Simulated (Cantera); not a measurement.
Thermodynamics of fluorocarbon and chlorocarbon gases, feed C₂F₆ + H₂ + F₂

A closed system holds: 1 mol C₂F₆, a varied amount of H₂, 1.4 mol F₂, at 92.0 Pa.

These are equilibrium values from Cantera (NASA tables, ideal gas, pure condensed phases), not measurements of a reactor. Candidate condensed phases: C, C₆H₆, C₇H₈, C₈H₁₈; 95 gas species. The feed counts by its element totals alone. The numbers say what is thermodynamically allowed, not how fast it happens.

### Question
Map the stable condensed phases over T = 2000, 2075, 2150, 2225, 2300, 2375, 2450, 2525, 2600, 2675, 2750, 2825 K and n(H₂) in mol = 0.24, 0.42, 0.73, 1.3, 2.2, 3.8, 6.6.

### Answer
```
T in K \ n(H₂) in mol
         0.24 0.42 0.73  1.3  2.2  3.8  6.6
   2825     A    A    A    A    B    B    A
   2750     B    B    B    B    B    B    B
   2675     B    B    B    B    B    B    B
   2600     B    B    B    B    B    B    B
   2525     B    B    B    B    B    B    B
   2450     B    B    B    B    B    B    B
   2375     B    B    B    B    B    B    B
   2300     B    B    B    B    B    B    B
   2225     A    A    B    B    B    B    B
   2150     A    A    A    B    B    B    B
   2075     A    A    A    B    B    B    B
   2000     A    A    A    B    B    B    B
```
A: gas only; B: C.
